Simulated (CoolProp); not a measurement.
Model: reference Helmholtz-energy equation of state, Tillner-Roth 1997, in CoolProp.

Task: Give the vapour pressure (MPa), liquid density (kg/m³), surface tension (mN/m), vapour viscosity (µPa s) of saturated CH2F2 (R32) at 172.4, 242.3, 270.3 K.

Result: 
```
T (K)  p (MPa)  liquid density (kg/m³)  surface tension (mN/m)  vapour viscosity (µPa s)
-----  -------  ----------------------  ----------------------  ------------------------
172.4  0.00356                    1340                    30.8                      7.62
242.3    0.264                    1150                    16.6                      10.8
270.3    0.741                    1070                    11.5                      12.2
```

Viscosity comes from a separate model (Bell 2016), an estimate that may be off by 10 % or more. Surface tension comes from a separate correlation (Mulero 2012).
